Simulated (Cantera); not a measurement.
**Premixed flame**

A freely propagating, adiabatic, planar premixed flame of H₂ : O₂ : N₂ = 1 : 0.333 : 1.25 (molar parts), equivalence ratio 1.5, unburnt at 475 K and 0.210 bar; unity-Lewis-number transport, grid criteria slope 0.08 and curve 0.16, no radiation.

Computed with Cantera and the H2/O2 subset of GRI-Mech 3.0, which has no nitrogen chemistry. Unity Lewis numbers drop preferential diffusion, which matters most where H2 and H carry the flame. Burning velocities carry a grid error of a few per cent, more on coarse grids.

| z (mm) | T (K) | u (m/s) | x H₂ | x O₂ | x O | x H₂O | x H | x OH |
|---|---|---|---|---|---|---|---|---|
| -7.63 | 475 | 3.06 | 0.387 | 0.129 | <1e-8 | <1e-8 | <1e-8 | <1e-8 |
| -5.09 | 475 | 3.06 | 0.387 | 0.129 | <1e-8 | 6.64e-8 | <1e-8 | <1e-8 |
| -3.82 | 475 | 3.06 | 0.387 | 0.129 | <1e-8 | 1.06e-6 | <1e-8 | <1e-8 |
| -2.54 | 475 | 3.07 | 0.387 | 0.129 | 1.45e-8 | 1.82e-5 | <1e-8 | <1e-8 |
| -1.27 | 495 | 3.19 | 0.385 | 0.128 | 5.84e-6 | 0.00247 | 3.63e-5 | 8.37e-6 |
| -0.636 | 696 | 4.43 | 0.357 | 0.114 | 0.000231 | 0.0326 | 0.00546 | 0.000268 |
| 0 | 1133 | 7.03 | 0.215 | 0.0548 | 0.00425 | 0.152 | 0.0687 | 0.00216 |
| 0.636 | 1396 | 8.53 | 0.115 | 0.0130 | 0.00676 | 0.234 | 0.114 | 0.00572 |
| 1.27 | 1516 | 9.17 | 0.109 | 0.00727 | 0.00649 | 0.246 | 0.108 | 0.00744 |
| 2.54 | 1652 | 9.89 | 0.116 | 0.00566 | 0.00572 | 0.252 | 0.0906 | 0.00895 |
| 5.09 | 1799 | 10.6 | 0.123 | 0.00422 | 0.00453 | 0.258 | 0.0721 | 0.00997 |
| 10.2 | 1944 | 11.4 | 0.129 | 0.00283 | 0.00316 | 0.266 | 0.0546 | 0.0101 |
| 20.4 | 2075 | 12.0 | 0.134 | 0.00167 | 0.00191 | 0.273 | 0.0393 | 0.00910 |
x: mole fraction of selected species; z is measured from the peak of heat release.

The laminar burning velocity comes out as 306 cm/s. The thermal thickness is 2.54 mm and the peak x(O) is 0.00676. The peak x(H) is 0.115. The peak x(OH) is 0.0102 and the grid points is 132.
